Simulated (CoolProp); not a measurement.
Vapour-liquid equilibrium of carbon dioxide (1) + R227EA (2) at 237.7 K; x and y are mole fractions of (1).

Values from CoolProp's multi-fluid Helmholtz-energy mixture model, Span 1996 and Lemmon 2016; pair parameters Bell 2016.

```csv
x,"bubble pressure, mixture model (bar)","bubble pressure, Raoult's law (bar)","y, mixture model","y, Raoult's law"
0.05,0.9321,0.9808,0.573,0.603
0.125,1.737,1.838,0.782,0.805
0.2,2.553,2.695,0.860,0.878
0.275,3.369,3.552,0.900,0.916
0.35,4.181,4.408,0.925,0.940
0.425,4.990,5.265,0.942,0.955
0.5,5.799,6.122,0.955,0.967
0.575,6.616,6.979,0.965,0.975
0.65,7.453,7.836,0.973,0.982
0.725,8.319,8.693,0.980,0.987
0.8,9.224,9.550,0.986,0.991
0.875,10.17,10.41,0.992,0.995
0.95,11.16,11.26,0.997,0.998
```

The largest gap from Raoult's law is -5.5 % in bubble pressure, at x = 0.125. No azeotrope shows between x = 0.05 and 0.95.

The pair parameters rest on a limited set of measurements; away from them the model extrapolates.
